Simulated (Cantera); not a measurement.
Roasting and sulfation: MgO + SO3 + O2 + SO2

A closed system holds: 1 mol MgO, 0.067 mol SO3, 0.1 mol O2, 1.2 mol SO2, at 1000 °C and 0.990 bar.

Cantera equilibrium calculation (NASA polynomials, part measured and part estimated; ideal gas, pure solids and liquids). Candidate condensed phases: Mg, MgO, MgS, MgSO4, S; 14 gas species. Mutual solubility and eutectic melting of coexisting phases are not modelled. Kinetics and transport are ignored.

```json
{
  "x(SO2)": "0.992",
  "x(SO3)": "0.00605",
  "x(O2)": "0.00173",
  "n(MgO(s))": "0.743 mol",
  "n(MgSO4(s))": "0.257 mol",
  "gas_amount": "1.011 mol",
  "log10 activity of S(l) (absent)": "-9.18",
  "log10 activity of Mg(l) (absent)": "-17.56"
}
```
